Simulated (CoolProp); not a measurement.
Properties of dimethyl carbonate along the isotherm 600 K.

The numbers come from the reference Helmholtz-energy equation of state, Zhou 2011 in CoolProp.

```json
[
 {"p (kPa)": "205", "phase": "gas", "Joule-Thomson coefficient (K/MPa)": "5.511", "isothermal compressibility (1/MPa)": "4.934", "expansivity (1/kK)": "1.731"},
 {"p (kPa)": "409", "phase": "gas", "Joule-Thomson coefficient (K/MPa)": "5.595", "isothermal compressibility (1/MPa)": "2.503", "expansivity (1/kK)": "1.799"},
 {"p (kPa)": "614", "phase": "gas", "Joule-Thomson coefficient (K/MPa)": "5.682", "isothermal compressibility (1/MPa)": "1.688", "expansivity (1/kK)": "1.871"},
 {"p (kPa)": "818", "phase": "gas", "Joule-Thomson coefficient (K/MPa)": "5.773", "isothermal compressibility (1/MPa)": "1.283", "expansivity (1/kK)": "1.948"},
 {"p (kPa)": "1020", "phase": "gas", "Joule-Thomson coefficient (K/MPa)": "5.868", "isothermal compressibility (1/MPa)": "1.042", "expansivity (1/kK)": "2.030"},
 {"p (kPa)": "1230", "phase": "gas", "Joule-Thomson coefficient (K/MPa)": "5.972", "isothermal compressibility (1/MPa)": "0.8766", "expansivity (1/kK)": "2.120"},
 {"p (kPa)": "1430", "phase": "gas", "Joule-Thomson coefficient (K/MPa)": "6.076", "isothermal compressibility (1/MPa)": "0.7647", "expansivity (1/kK)": "2.213"},
 {"p (kPa)": "1640", "phase": "gas", "Joule-Thomson coefficient (K/MPa)": "6.191", "isothermal compressibility (1/MPa)": "0.6771", "expansivity (1/kK)": "2.318"},
 {"p (kPa)": "1840", "phase": "gas", "Joule-Thomson coefficient (K/MPa)": "6.305", "isothermal compressibility (1/MPa)": "0.6128", "expansivity (1/kK)": "2.425"},
 {"p (kPa)": "2050", "phase": "gas", "Joule-Thomson coefficient (K/MPa)": "6.432", "isothermal compressibility (1/MPa)": "0.5594", "expansivity (1/kK)": "2.548"},
 {"p (kPa)": "2250", "phase": "gas", "Joule-Thomson coefficient (K/MPa)": "6.559", "isothermal compressibility (1/MPa)": "0.5184", "expansivity (1/kK)": "2.674"},
 {"p (kPa)": "2450", "phase": "gas", "Joule-Thomson coefficient (K/MPa)": "6.692", "isothermal compressibility (1/MPa)": "0.4846", "expansivity (1/kK)": "2.812"}
]
```
